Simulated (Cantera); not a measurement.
Input: 1 mol Si2Cl6, 150 mol N2, 0.0082 mol Cl2, held at 825 °C and 465 Torr.

These are equilibrium values from Cantera (NASA tables, ideal gas, pure condensed phases), not measurements of a reactor. Candidate condensed phases: Si, Si3N4; 13 gas species. The feed counts by its element totals alone. N2 is the only nitrogen source here; it is nearly inert below about 1500 K, so the nitride shown seldom forms there in practice. The tables' values for SiCl3 are old estimates; treat these amounts as uncertain. The numbers say what is thermodynamically allowed, not how fast it happens.

Base state: N2 0.990, SiCl4 0.00993, SiCl3 2.08e-5 (mole fractions); condensed: Si3N4(s).

Question: What changes in the equilibrium state with this change: Si2Cl6 replaced by SiH2Cl2?

Answer: 
```tsv
species	before	after
N2	0.990	0.988
HCl	0	0.0101
H2	0	0.00155
SiCl4	0.00993	0.000797
SiCl3	2.08e-5	3.14e-6
Si3N4(s), mol	0.165	0.293
```
Further candidate phases: NH4Cl.
